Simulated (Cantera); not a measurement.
What does this Cantera script print?

```python
import numpy as np
import cantera as ct

gas_names = """
    CL CL2 H HCL H2 Si SiCL SiCL2 SiCL3 SiCL4 SiH SiHCL3 SiH2 SiH2CL2 SiH3 SiH3CL SiH4 Si2 Si3
""".split()
cond_names = """
    Si(cr) Si(L)
""".split()


# ... load() reads the species with a 1 bar reference pressure and builds the phases ...
atoms = {
    'Si': {'Si': 1},
    'HCl': {'H': 1, 'CL': 1},
    'H2': {'H': 2},
    'Cl2': {'CL': 2},
}
top_T = {}  # K; cautious upper limits of use, not melting points


# ... equilibrate(T, P, feed) seeds the gas with the atoms and calls Mixture.equilibrate('TP', solver="vcs", rtol=1e-11, max_steps=5000) ...
results = []
feed = {'Si': 1, 'HCl': 0.98, 'H2': 0.27, 'Cl2': 1.1}  # mol
T = 875  # K
P = 10000  # Pa
mix = equilibrate(T, P, feed)
results.append((T, P, feed, dict(zip(mix.species_names, mix.species_moles))))
x = sorted(zip(gas.X, gas.species_names), reverse=True)
print(f"T = {T:g} K  P = {P:g} Pa  gas = {mix.phase_moles(0):.4g} mol")
print("   x: " + "  ".join(f"{s} {v:.3e}" for v, s in x if v > 0.0001))
print("   condensed (mol): " + ("  ".join(f"{mix.phase(i).name} {mix.phase_moles(i):.4g}"
      for i in range(1, mix.n_phases) if mix.phase_moles(i) > 1e-12) or "none"))
```

It prints:

```
T = 875 K  P = 10000 Pa  gas = 1.529 mol
   x: SiCL4 4.623e-01  H2 4.563e-01  SiHCL3 7.303e-02  HCL 6.321e-03  SiH2CL2 1.055e-03  SiCL3 9.442e-04  SiCL2 1.116e-04
   condensed (mol): Si(cr) 0.1782
```

Method: chemical equilibrium by Gibbs-energy minimisation in Cantera with the NASA 1993 tables (ideal gas, pure condensed phases). The tables' values for SiCl3 are old estimates; treat these amounts as uncertain.
